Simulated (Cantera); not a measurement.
A closed system holds: 1 mol Al(CH3)3, 6.4 mol N2, at 10000 Pa.

Equilibrium computed with Cantera from the NASA thermochemical tables; the gas is ideal and each condensed phase is pure. Candidate condensed phases: Al, AlN, C, C6H6, C7H8, C8H18; 97 gas species. The feed counts by its element totals alone. The numbers say what is thermodynamically allowed, not how fast it happens.

x: gas mole fraction; n: condensed amount in mol.

```
T (K)   x N2   x H2     x CH4       x HCN       x H  n AlN(s)  n C(graphite)
-----  -----  -----  --------  ----------  --------  --------  -------------
848    0.574  0.415    0.0111  (withheld)  3.88e-11      1.00           2.89
948    0.569  0.428   0.00314  (withheld)   1.08e-9      1.00           2.97
1048   0.568  0.431   0.00108  (withheld)   1.60e-8      1.00           2.99
1148   0.568  0.432  0.000444  (withheld)   1.49e-7      1.00           3.00
1248   0.567  0.432  0.000208  (withheld)   9.71e-7      1.00           3.00
1348   0.567  0.432  0.000109  (withheld)   4.81e-6      1.00           3.00
1448   0.567  0.432   6.24e-5  (withheld)   1.92e-5      1.00           3.00
1548   0.567  0.432   3.83e-5  (withheld)   6.40e-5      1.00           2.99
1648   0.567  0.432   2.50e-5  (withheld)  0.000185     1.000           2.98
1748   0.566  0.431   1.71e-5  (withheld)  0.000474     1.000           2.97
1848   0.565  0.430   1.22e-5  (withheld)   0.00110     1.000           2.96
```

**Question.** Complete the blanks.

**Answer.** 
- 848, x HCN: 1.43e-7
- 948, x HCN: 1.06e-6
- 1048, x HCN: 5.34e-6
- 1148, x HCN: 2.02e-5
- 1248, x HCN: 6.15e-5
- 1348, x HCN: 0.000159
- 1448, x HCN: 0.000358
- 1548, x HCN: 0.000726
- 1648, x HCN: 0.00135
- 1748, x HCN: 0.00234
- 1848, x HCN: 0.00380
